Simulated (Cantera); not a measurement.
Input (Python, Cantera) and output of one run.

```python
import numpy as np
import cantera as ct

gas_names = [...]  # 123 gases of nasa_gas.yaml made of C, H, O, Si
cond_names = """
    C(gr) C6H6(L) C7H8(L) C8H18(L),n-octa H2O(s) H2O(L) Si(cr) Si(L) SiC(b) SiO2(Lqz) SiO2(hqz) SiO2(L)
""".split()


# ... load() reads the species with a 1 bar reference pressure and builds the phases ...
atoms = {
    'Si': {'Si': 1},
    'O2': {'O': 2},
    'H2': {'H': 2},
    'CO2': {'C': 1, 'O': 2},
}
top_T = {'C(gr)': 4500, 'SiC(b)': 3050}  # K; cautious upper limits of use, not melting points


# ... equilibrate(T, P, feed) seeds the gas with the atoms and calls Mixture.equilibrate('TP', solver="vcs", rtol=1e-11, max_steps=5000) ...
results = []
feed = {'Si': 1, 'O2': 0.015, 'H2': 47, 'CO2': 0.12}  # mol
T = 1698  # K
P = 0.69  # Pa
mix = equilibrate(T, P, feed)
results.append((T, P, feed, dict(zip(mix.species_names, mix.species_moles))))
print(gas.report(threshold=1e-06))
for i in range(1, mix.n_phases):
    print(f"{mix.phase(i).name:16s} {mix.phase_moles(i):12.5e} mol")
```

It prints:

```
       temperature   1698 K
          pressure   0.69 Pa
           density   1.2718e-07 kg/m^3
  mean mol. weight   2.6021 kg/kmol
   phase of matter   gas

                          1 kg             1 kmol
                     ---------------   ---------------
          enthalpy        2.3272e+07        6.0555e+07  J
   internal energy        1.7846e+07        4.6437e+07  J
           entropy          1.09e+05        2.8364e+05  J/K
    Gibbs function       -1.6182e+08       -4.2107e+08  J
 heat capacity c_p             12411             32296  J/K
 heat capacity c_v            9216.1             23981  J/K

                      mass frac. Y      mole frac. X     chem. pot. / RT
                     ---------------   ---------------   ---------------
                CO          0.025627         0.0023808           -52.911
                 H          0.020504           0.05293           -15.467
                H2           0.71628           0.92452           -30.934
                Si           0.18306          0.016961           -6.6412
               SiH        0.00074592        6.6716e-05           -22.108
              SiH2         2.662e-05        2.3012e-06           -37.575
               SiO          0.052223         0.0030825           -53.858
               Si2         0.0002841        1.3161e-05           -13.282
              Si2C         0.0012261        4.6794e-05           -18.977
     [ +114 minor]        2.3963e-05        8.8089e-07

C(gr)             0.00000e+00 mol
Si(L)             0.00000e+00 mol
SiC(b)            0.00000e+00 mol
SiO2(L)           0.00000e+00 mol
```

These are equilibrium values from Cantera (NASA tables, ideal gas, pure condensed phases), not measurements of a reactor.
